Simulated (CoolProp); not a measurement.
Saturated liquid density (kg/m³) of n-perfluorohexane: the reference equation beside estimates from Tc = 448.0 K, pc = 1.742 MPa, ω = 0.497. Rackett uses Z = 0.29056 − 0.08775 ω.

Computed with CoolProp (reference Helmholtz-energy equation of state, Gao 2022).

```json
[
 {"T (K)": "224.1", "reference": "1883", "Rackett": "2016", "van der Waals": "1036", "Peng-Robinson": "1808"},
 {"T (K)": "236.8", "reference": "1848", "Rackett": "1978", "van der Waals": "1019", "Peng-Robinson": "1785"},
 {"T (K)": "249.4", "reference": "1813", "Rackett": "1939", "van der Waals": "1002", "Peng-Robinson": "1760"},
 {"T (K)": "262", "reference": "1778", "Rackett": "1900", "van der Waals": "984.2", "Peng-Robinson": "1733"},
 {"T (K)": "274.6", "reference": "1743", "Rackett": "1859", "van der Waals": "965.6", "Peng-Robinson": "1704"},
 {"T (K)": "287.2", "reference": "1707", "Rackett": "1817", "van der Waals": "946.1", "Peng-Robinson": "1672"},
 {"T (K)": "299.8", "reference": "1671", "Rackett": "1774", "van der Waals": "925.7", "Peng-Robinson": "1638"},
 {"T (K)": "312.5", "reference": "1633", "Rackett": "1729", "van der Waals": "904.1", "Peng-Robinson": "1600"},
 {"T (K)": "325.1", "reference": "1595", "Rackett": "1682", "van der Waals": "881.4", "Peng-Robinson": "1559"},
 {"T (K)": "337.7", "reference": "1554", "Rackett": "1634", "van der Waals": "857.5", "Peng-Robinson": "1514"},
 {"T (K)": "350.3", "reference": "1512", "Rackett": "1582", "van der Waals": "832.0", "Peng-Robinson": "1464"},
 {"T (K)": "362.9", "reference": "1466", "Rackett": "1528", "van der Waals": "804.6", "Peng-Robinson": "1408"}
]
```

Absolute difference from the reference over all 12 rows, mean and median: Rackett 6.0 and 6.3 %, van der Waals 44.8 and 44.7 %, Peng-Robinson 2.8 and 2.6 %.
